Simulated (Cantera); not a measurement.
# Transport properties of process gases

Gas mixture: O2 : NO : N2 = 0.83 : 0.82 : 0.67 (molar parts), at 7500 Torr, frozen composition.

Cantera's kinetic-theory transport with the Lennard-Jones parameters of GRI-Mech 3.0, ideal gas; thermal conductivity in the mixture-averaged form. The composition is frozen, though it would react at the higher temperatures.

```
T (K)  ρ (kg/m³)  cp (J/kg/K)  μ (µPa s)  λ (mW/m/K)     Pr  D (cm²/s) CH3  D (cm²/s) C2H2  D (cm²/s) H
-----  ---------  -----------  ---------  ----------  -----  -------------  --------------  -----------
400         9.06        989.7       23.8        33.0  0.713         0.0380          0.0282        0.209
600         6.04         1035       31.6        46.2  0.707         0.0765          0.0575        0.422
800         4.53         1086       38.3        58.7  0.708          0.125          0.0940        0.686
1000        3.63         1126       44.3        70.4  0.709          0.181           0.137        0.999
1200        3.02         1154       49.9        81.4  0.708          0.246           0.186         1.35
1400        2.59         1177       55.1        91.8  0.707          0.318           0.241         1.75
1600        2.27         1195       60.1         102  0.706          0.396           0.301         2.19
```
D: mixture-averaged diffusion coefficient of that species in the mixture.
